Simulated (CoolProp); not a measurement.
Vapour-liquid equilibrium of R125 (1) + R152A (2) at -77.25 °C; x and y are mole fractions of (1).

Values from CoolProp's multi-fluid Helmholtz-energy mixture model, Lemmon 2005 and Outcalt 1996; pair parameters Bell 2016.

Task: Give the bubble pressure and the first vapour's composition at x = 0.25, 0.75, 0.95. Is there an azeotrope?

Result: x = 0.25: 0.07926 bar, y = 0.570; x = 0.75: 0.1480 bar, y = 0.926; x = 0.95: 0.1795 bar, y = 0.989. No azeotrope shows between x = 0.05 and 0.95.

The pair parameters rest on a limited set of measurements; away from them the model extrapolates. The gap from Raoult's law changes sign with composition, which may be real or a fault of the pair parameters; it wasn't checked against measurements.
